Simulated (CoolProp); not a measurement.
Octamethylcyclotetrasiloxane (D4) along the isobar 0.29 MPa: Z from the reference equation and from simpler models built on Tc = 586.5 K, pc = 1.347 MPa, ω = 0.598; each cubic takes its own stable root.

Values from CoolProp's reference Helmholtz-energy equation of state, Thol 2015.

```json
[
 {"T (K)": "441.4", "phase": "liquid", "reference": "0.03017"},
 {"T (K)": "454.9", "phase": "liquid", "reference": "0.03001"},
 {"T (K)": "468.4", "phase": "liquid", "reference": "0.02993"},
 {"T (K)": "481.9", "phase": "liquid", "reference": "0.02995"},
 {"T (K)": "508.8", "phase": "gas", "reference": "0.8526"},
 {"T (K)": "522.3", "phase": "gas", "reference": "0.8687"},
 {"T (K)": "535.8", "phase": "gas", "reference": "0.8825"},
 {"T (K)": "549.2", "phase": "gas", "reference": "0.8943"},
 {"T (K)": "562.7", "phase": "gas", "reference": "0.9047"}
]
```

Problem. How far does each simpler model (van der Waals, Redlich-Kwong, Peng-Robinson) lie from the reference over these 9 states: mean and median of the absolute difference, and the worst?

Solution. 
- van der Waals: mean 1249.0 %, median 5.8 %, worst +2860.3 % at 481.9 K and 0.29 MPa
- Redlich-Kwong: mean 613.9 %, median 3.1 %, worst +2758.4 % at 481.9 K and 0.29 MPa
- Peng-Robinson: mean 1.2 %, median 0.6 %, worst -2.6 % at 441.4 K and 0.29 MPa

At some of these states van der Waals, Redlich-Kwong gives the other phase, because its saturation line lies elsewhere.
